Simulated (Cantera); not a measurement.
Thermodynamics of carbon deposition, reforming and gasification, feed C3H8 + NH3 + H2

Feed: 1 mol C3H8, 0.093 mol NH3, 52 mol H2, held at 90.0 Torr.

Cantera equilibrium calculation (NASA polynomials, part measured and part estimated; ideal gas, pure solids and liquids). Candidate condensed phases: C, C6H6, C7H8, C8H18; 92 gas species. Rates play no part.

| T (K) | x H2 | x H | x C2H2 (acetylene) | x C2H | x HCN | x C3 | n C(graphite) |
|---|---|---|---|---|---|---|---|
| 2625 | 0.868 | 0.114 | 0.0155 | 0.000188 | 0.00110 | 2.63e-5 | 1.02 |
| 2675 | 0.843 | 0.137 | 0.0181 | 0.000299 | 0.00111 | 5.25e-5 | 0.640 |
| 2725 | 0.814 | 0.163 | 0.0210 | 0.000465 | 0.00112 | 0.000102 | 0.210 |
| 2775 | 0.784 | 0.191 | 0.0219 | 0.000648 | 0.00110 | 0.000168 | 0 |
| 2825 | 0.752 | 0.224 | 0.0212 | 0.000829 | 0.00108 | 0.000245 | 0 |
| 2875 | 0.718 | 0.259 | 0.0203 | 0.00104 | 0.00105 | 0.000351 | 0 |
| 2925 | 0.680 | 0.297 | 0.0193 | 0.00130 | 0.00101 | 0.000494 | 0 |
| 2975 | 0.640 | 0.338 | 0.0182 | 0.00159 | 0.000975 | 0.000683 | 0 |
x: gas mole fraction; n: condensed amount in mol.

From 2625 K to 2725 K the condensed part is C(graphite). From 2775 K to 2975 K nothing is condensed. The main C-bearing gas is C2H2 (acetylene) throughout.
